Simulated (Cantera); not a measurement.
Feed: 1 mol PbO, 0.34 mol CO, 89 mol H₂, held at 650 °C and 17.0 Pa.

Cantera equilibrium calculation (NASA polynomials, part measured and part estimated; ideal gas, pure solids and liquids). Candidate condensed phases: C, C₆H₆, C₇H₈, C₈H₁₈, H₂O, Pb, PbO, PbO₂, Pb₃O₄; 113 gas species. The numbers say what is thermodynamically allowed, not how fast it happens.

Base state: H₂ 0.974, Pb 0.0111, H₂O 0.0110, CO 0.00368, CO₂ 8.47e-5 (mole fractions); condensed: gas only.

**Question.** What changes in the equilibrium state with this change: temperature from 650 °C to 575 °C?

**Answer.** 
| species | before | after |
|---|---|---|
| H₂ | 0.974 | 0.983 |
| H₂O | 0.0110 | 0.0110 |
| CO | 0.00368 | 0.00367 |
| Pb | 0.0111 | 0.00177 |
| CO₂ | 8.47e-5 | 0.000127 |
| Pb(l), mol | 0 | 0.842 |
